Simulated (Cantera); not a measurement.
Input (Python, Cantera) and output of one run.

```python
import numpy as np
import cantera as ct

gas_names = """
    C CH CH2 CH3 CH4 C2 C2H C2H2,acetylene C2H2,vinylidene C2H3,vinyl C2H4 C2H5 C2H6 C3 C3H3,propargyl
    C3H4,allene C3H4,propyne C3H4,cyclo- C3H5,allyl C3H6,propylene C3H6,cyclo- C3H7,n-propyl
    C3H7,i-propyl C3H8 C4 C4H2 C4H4,1,3-cyclo- C4H6,butadiene C4H6,2-butyne C4H6,cyclo- C4H8,1-butene
    C4H8,cis2-buten C4H8,tr2-butene C4H8,isobutene C4H8,cyclo- C4H9,n-butyl C4H9,i-butyl C4H9,s-butyl
    C4H9,t-butyl C4H10,isobutane C4H10,n-butane C5 C5H6,1,3cyclo- C5H8,cyclo- C5H10,1-pentene
    C5H10,cyclo- C5H11,pentyl C5H11,t-pentyl C5H12,n-pentane C5H12,i-pentane CH3C(CH3)2CH3 C6H2
    C6H5,phenyl C6H6 C6H10,cyclo- C6H12,1-hexene C6H12,cyclo- C6H13,n-hexyl C7H7,benzyl C7H8
    C7H14,1-heptene C7H15,n-heptyl C7H16,n-heptane C8H8,styrene C8H10,ethylbenz C8H16,1-octene
    C8H17,n-octyl C8H18,isooctane C8H18,n-octane C9H19,n-nonyl C10H8,naphthale C10H21,n-decyl
    C12H9,o-bipheny C12H10,bipheny H H2 Si SiC SiC2 SiC4H12 SiH SiH2 SiH3 SiH4 Si2 Si2C Si3
""".split()
cond_names = """
    C(gr) C6H6(L) C7H8(L) C8H18(L),n-octa Si(cr) Si(L) SiC(b)
""".split()


def load(file, names, dense=False):
    # The tables refer to 1 bar. Condensed volumes are neglected.
    table = {s.name: s for s in ct.Species.list_from_file(file)}
    out = []
    for n in names:
        d = dict(table[n].input_data)
        d["thermo"] = dict(d["thermo"], **{"reference-pressure": 1e5})
        if dense:
            d["equation-of-state"] = {"model": "constant-volume", "density": "1e6 g/cm^3"}
        out.append(ct.Species.from_dict(d))
    return out


gas = ct.Solution(thermo="ideal-gas", species=load("nasa_gas.yaml", gas_names))
cond = {s.name: ct.Solution(thermo="fixed-stoichiometry", species=[s], name=s.name)
        for s in load("nasa_condensed.yaml", cond_names, dense=True)}
atoms = {
    'SiH4': {'Si': 1, 'H': 4},
    'CH4': {'C': 1, 'H': 4},
    'H2': {'H': 2},
}
top_T = {'C(gr)': 4500, 'SiC(b)': 3050}  # K; cautious upper limits of use, not melting points


def equilibrate(T, P, feed):
    n = {}
    for name, mol in feed.items():
        for a, k in atoms[name].items():
            n[a] = n.get(a, 0.0) + k * mol
    gas.TPX = T, P, n
    mass = sum(n.values()) * gas.mean_molecular_weight
    gas.equilibrate("TP")
    valid = [c for c in cond.values() if c.min_temp <= T <= top_T.get(c.name, c.max_temp)]
    mix = ct.Mixture([(gas, mass / gas.mean_molecular_weight)] + [(c, 0.0) for c in valid])
    mix.T, mix.P = T, P
    mix.equilibrate("TP", solver="vcs", rtol=1e-11, max_steps=5000)
    return mix


results = []
feed = {'SiH4': 1, 'CH4': 0.14, 'H2': 9.3}  # mol
T = 1273.15  # K
P = 110  # Pa
mix = equilibrate(T, P, feed)
results.append((T, P, feed, dict(zip(mix.species_names, mix.species_moles))))
x = sorted(zip(gas.X, gas.species_names), reverse=True)
print(f"T = {T:g} K  P = {P:g} Pa  gas = {mix.phase_moles(0):.4g} mol")
print("   x: " + "  ".join(f"{s} {v:.3e}" for v, s in x if v > 1e-05))
print("   condensed (mol): " + ("  ".join(f"{mix.phase(i).name} {mix.phase_moles(i):.4g}"
      for i in range(1, mix.n_phases) if mix.phase_moles(i) > 1e-12) or "none"))
```

Result:

```
T = 1273.15 K  P = 110 Pa  gas = 11.58 mol
   x: H2 1.000e+00  H 2.155e-05
   condensed (mol): Si(cr) 0.86  SiC(b) 0.14
```

Method: chemical equilibrium by Gibbs-energy minimisation in Cantera with the NASA 1993 tables (ideal gas, pure condensed phases). Mutual solubility and eutectic melting of coexisting phases are not modelled.
